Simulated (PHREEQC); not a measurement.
**Polishing slurry liquid**

A solution holds 0.0025 mol H2SO4, 0.00026 mol Fe(NO3)3 and 0.15 mol CuSO4 per kg of water, at 22 °C. Closed to the air; pH follows from the charge balance.

Computed with PHREEQC (ion-association model, phreeqc.dat).

No solid was allowed to form.

Task: What pH, ionic strength does the model give?

Result: pH 2.85; ionic strength 0.299 mol/kgw.

Task: In which forms is Cu present?

Result: CuSO4 50 %, Cu+2 50 % of the Cu.

The solution is supersaturated, for example in Hematite (slow to form), Goethite (slow to form), so a real one may precipitate; this is no full list.
